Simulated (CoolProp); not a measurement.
Dodecamethylcyclohexasiloxane (D6) at several states: fugacity coefficient from the reference equation and from simpler models built on Tc = 372.6 °C, pc = 961.4 kPa, ω = 0.736; each cubic takes its own stable root.

Computed with CoolProp (reference Helmholtz-energy equation of state, Colonna 2008). It is a short technical equation, of lower accuracy than the large ones.

```tsv
T (°C)	p (kPa)	phase	reference
62.05	786	liquid	9.993e-5
269.55	176	liquid	0.8430
28.85	3280	liquid	2.623e-6
217.85	25.7	gas	0.9732
160.65	29.8	liquid	0.3187
```

How far does each simpler model (Redlich-Kwong, Soave-Redlich-Kwong) lie from the reference over these 5 states: mean and median of the absolute difference, and the worst?


- Redlich-Kwong: mean 5000.3 %, median 203.8 %, worst +19545.4 % at 28.85 °C and 3280 kPa
- Soave-Redlich-Kwong: mean 6.4 %, median 4.2 %, worst +22.5 % at 28.85 °C and 3280 kPa

At some of these states Redlich-Kwong, Soave-Redlich-Kwong gives the other phase, because its saturation line lies elsewhere.
